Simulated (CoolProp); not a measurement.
A single-stage vapour-compression cycle with c-C4F8 (RC318): evaporating at 313.15 K (dew point), condensing at 361.15 K (bubble point), superheat 10 K, subcooling 5 K, compressor efficiency 0.8, no pressure losses. Each further row changes one setting.

Computed with CoolProp (reference Helmholtz-energy equation of state, Platzer 1990). This equation is an older, rougher fit; its heat capacities, sound speeds and derivatives of the liquid may be far off and weren't checked against measurements.

```csv
case,cooling COP,pressure ratio,discharge temperature (K),refrigerating effect (kJ/kg),volumetric capacity (kJ/m³)
as stated,3.33,3.25,361.2,53.1,2220
evaporating temperature 318.15 K,4.01,2.83,361.2,56.5,?
condensing temperature 356.15 K,4.06,2.92,356.1,?,2490
subcooling 10 K,3.75,3.25,361.2,59.7,?
superheat 20 K,3.63,3.25,367.1,61.8,2470
compressor efficiency 0.7,2.92,3.25,361.2,53.1,2220
```

Problem. Fill in the missing entries.

Solution. 
- evaporating temperature 318.15 K, volumetric capacity (kJ/m³): 2710
- condensing temperature 356.15 K, refrigerating effect (kJ/kg): 59.6
- subcooling 10 K, volumetric capacity (kJ/m³): 2500

The compression ends wet for: as stated; evaporating temperature 318.15 K; condensing temperature 356.15 K; subcooling 10 K; compressor efficiency 0.7.
